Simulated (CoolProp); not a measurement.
Vapour-liquid equilibrium of propylene (1) + acetone (2) at 137 kPa; x and y are mole fractions of (1).

The numbers come from the multi-fluid Helmholtz-energy mixture model, Lemmon 2013 and Lemmon 2006; pair parameters Bell 2016 in CoolProp.

```csv
x,bubble temperature (°C),y at the bubble point,dew temperature at overall composition x (°C),liquid density (mol/L)
0.05,21.6,0.809,63.5,13.54
0.2,-23.6,0.985,58.3,14.34
0.35,-33.4,0.993,52.2,14.46
0.5,-35.9,0.994,45.0,14.44
0.65,-36.5,0.995,35.8,14.37
0.8,-37.5,0.996,22.6,14.30
0.95,-39.7,0.998,-4.9,14.28
```

No azeotrope shows between x = 0.05 and 0.95.

Pair parameters are fitted to limited data, so mixtures are less certain than the pure fluids. With so large a gap from Raoult's law the liquid may split in two, which this calculation doesn't test in full.
